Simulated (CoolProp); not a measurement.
Vapour-liquid equilibrium of R141b (1) + n-pentane (2) at 369.3 K; x and y are mole fractions of (1).

Model: multi-fluid Helmholtz-energy mixture model, Lemmon 2006 and Thol 2019; pair parameters Bell 2016, in CoolProp.

```
x     bubble pressure, mixture model (bar)  bubble pressure, Raoult's law (bar)  y, mixture model  y, Raoult's law
----  ------------------------------------  -----------------------------------  ----------------  ---------------
0.05                                 5.593                                5.473             0.072            0.057
0.15                                 5.849                                5.550             0.194            0.168
0.25                                 6.039                                5.628             0.298            0.276
0.35                                 6.179                                5.705             0.392            0.381
0.45                                 6.276                                5.783             0.480            0.483
0.55                                 6.337                                5.860             0.566            0.583
0.65                                 6.365                                5.938             0.654            0.680
0.75                                 6.360                                6.015             0.744            0.774
0.85                                 6.323                                6.093             0.841            0.866
0.95                                 6.255                                6.171             0.945            0.956
```

The largest gap from Raoult's law is +8.5 % in bubble pressure, at x = 0.45. y crosses x between x = 0.65 and 0.75: the model has an azeotrope there.

The pair parameters rest on a limited set of measurements; away from them the model extrapolates.
